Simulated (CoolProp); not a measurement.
Vapour pressure (bar) of isohexane: the reference equation beside estimates from Tc = 224.6 °C, pc = 30.43 bar, ω = 0.280. Clausius-Clapeyron is anchored at 73.55 °C with a constant enthalpy of vaporisation of 26.98 kJ/mol.

Model: reference Helmholtz-energy equation of state, Lemmon 2006, in CoolProp. It is a short technical equation, of lower accuracy than the large ones.

```
T (°C)  reference  Clausius-Clapeyron  van der Waals  Soave-Redlich-Kwong  Peng-Robinson
------  ---------  ------------------  -------------  -------------------  -------------
-5.75     0.06636             0.09477          1.355              0.06482        0.06839
10.15      0.1470              0.1873          1.937               0.1442         0.1495
25.95      0.2936              0.3429          2.668                  [?]         0.2961
41.85      0.5426              0.5929          3.573                  [?]            [?]
57.75      0.9362              0.9725          4.665               0.9317            [?]
73.55       1.520               1.520          5.950                1.520          1.516
89.45       2.359               2.292          7.456                2.369          2.352
105.35        [?]               3.338          9.190                3.541          3.503
121.25      5.047               4.715          11.16                5.106            [?]
137.05      7.023               6.473            [?]                7.127            [?]
152.95      9.544               8.696          15.85                9.708          9.580
168.85      12.69               11.44          18.59                12.92          12.76
184.65      16.53               14.73          21.59                16.82          16.66
```

**Question.** Some entries are withheld; supply them.

**Answer.** 
- 25.95, Soave-Redlich-Kwong: 0.2894
- 41.85, Soave-Redlich-Kwong: 0.5374
- 41.85, Peng-Robinson: 0.5440
- 57.75, Peng-Robinson: 0.9352
- 105.35, reference: 3.512
- 121.25, Peng-Robinson: 5.043
- 137.05, van der Waals: 13.37
- 137.05, Peng-Robinson: 7.032

Absolute difference from the reference over all 13 rows, mean and median: Clausius-Clapeyron 11.7 and 8.9 %, van der Waals 457.6 and 216.1 %, Soave-Redlich-Kwong 1.3 and 1.4 %, Peng-Robinson 0.7 and 0.3 %.
